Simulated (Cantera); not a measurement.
Feed: 1 mol C₂H₅OH, 2.9 mol NH₃, held at 28.0 bar.

Equilibrium computed with Cantera from the NASA thermochemical tables; the gas is ideal and each condensed phase is pure. Candidate condensed phases: C, C₆H₆, C₇H₈, C₈H₁₈, H₂O; 136 gas species. Rates play no part.

Question: At 2750 K, list the 4 most abundant gas species with their mole fractions, and the condensed phases.

Answer: H₂ 0.697, N₂ 0.126, CO 0.102, HCN 0.0370. Condensed: C(graphite).
